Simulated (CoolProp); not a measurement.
Vapour-liquid equilibrium of methane (1) + ethylene (2) at 175.3 K; x and y are mole fractions of (1).

The numbers come from the multi-fluid Helmholtz-energy mixture model, Setzmann 1991 and Smukala 2000; pair parameters Bell 2016 in CoolProp.

```
x      bubble pressure, mixture model (MPa)  bubble pressure, Raoult's law (MPa)  y, mixture model  y, Raoult's law
-----  ------------------------------------  -----------------------------------  ----------------  ---------------
0.05                                 0.2892                               0.2749             0.514            0.510
0.125                                0.5067                               0.4747             0.729            0.739
0.2                                  0.7171                               0.6744             0.813            0.832
0.275                                0.9187                               0.8742             0.858            0.882
0.35                                  1.111                                1.074             0.887            0.914
0.425                                 1.295                                1.274             0.907            0.936
0.5                                   1.471                                1.474             0.922            0.952
0.575                                 1.643                                1.673             0.934            0.964
0.65                                  1.814                                1.873             0.945            0.974
0.725                                 1.989                                2.073             0.955            0.981
0.8                                   2.175                                2.273             0.966            0.988
0.875                                 2.380                                2.472             0.977            0.993
0.95                                  2.617                                2.672             0.989            0.997
```

The largest gap from Raoult's law is +6.7 % in bubble pressure, at x = 0.125. No azeotrope shows between x = 0.05 and 0.95.

Pair parameters are fitted to limited data, so mixtures are less certain than the pure fluids. The gap from Raoult's law changes sign with composition, which may be real or a fault of the pair parameters; it wasn't checked against measurements.
